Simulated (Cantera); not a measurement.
Input: 1 mol SiO2, 2.8 mol C, 0.18 mol CO, at 1.00 Torr.

Cantera equilibrium calculation (NASA polynomials, part measured and part estimated; ideal gas, pure solids and liquids). Candidate condensed phases: C, Si, SiC, SiO2; 20 gas species. The numbers say what is thermodynamically allowed, not how fast it happens. All values below are at 1573 K.

Base state: CO 0.954, SiO 0.0459 (mole fractions); condensed: SiC(s).

**Question.** What changes in the equilibrium state with this change: SiO2 replaced by Cu2O?

**Answer.** 
```tsv
species	before	after
CO	0.954	0.980
Cu	0	0.0199
Cu2	0	1.22e-5
SiO	0.0459	0
SiC(s), mol	0.900	0
C(graphite), mol	0	1.80
Cu(l), mol	0	1.98
```
Further candidate phases: Cu, CuO, Cu2O.

**Question.** What changes in the equilibrium state with this change: C from 2.8 to 0.33 mol?

**Answer.** 
```json
[
 {"species": "CO", "before": "0.954", "after": "0.607"},
 {"species": "SiO", "before": "0.0459", "after": "0.393"},
 {"species": "SiC(s), mol", "before": "0.900", "after": "0"},
 {"species": "SiO2(β-quartz), mol", "before": "0", "after": "0.670"}
]
```
The tables hold silica as quartz up to 1696 K and as liquid above; real silica turns to tridymite and cristobalite and melts near 1996 K.
